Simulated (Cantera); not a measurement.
Input: 1 mol HMDSO, 0.41 mol NO, 3.6 mol N2, at 977 °C and 0.133 bar.

Equilibrium computed with Cantera from the NASA thermochemical tables; the gas is ideal and each condensed phase is pure. Candidate condensed phases: C, C6H6, C7H8, C8H18, H2O, Si, SiC, SiO2, Si2N2O, Si3N4; 151 gas species. The feed counts by its element totals alone. Rates play no part.

Base state: H2 0.736, N2 0.230, CO 0.0335, CH4 0.000793, HCN 5.21e-5, H2O 4.95e-5 (mole fractions); condensed: C(graphite) + Si2N2O(s).

**Question.** What changes in the equilibrium state with this change: NO from 0.41 to 5.7 mol?

**Answer.** 
```tsv
species	before	after
H2	0.736	0.495
N2	0.230	0.356
CO	0.0335	0.149
CO2	1.44e-6	2.83e-5
H2O	4.95e-5	0.000148
CH4	0.000793	0.000359
C(graphite), mol	5.58	3.30
Si2N2O(s), mol	1.00	0
SiO2(β-quartz), mol	0	2.00
```
The tables hold silica as quartz up to 1696 K and as liquid above; real silica turns to tridymite and cristobalite and melts near 1996 K.

**Question.** What changes in the equilibrium state with this change: temperature from 977 °C to 1500 °C?

**Answer.** 
```csv
species,before,after
H2,0.736,0.631
N2,0.230,0.266
CO,0.0335,0.0987
SiO,1.21e-8,0.000507
H,1.14e-6,0.000620
C2H2 (acetylene),1.85e-7,8.85e-5
HNC,3.32e-7,7.87e-5
HCN,5.21e-5,0.00220
H2O,4.95e-5,2.71e-6
"C(graphite), mol",5.58,2.57
"Si2N2O(s), mol",1.00,0
"SiC(s), mol",0,1.99
```
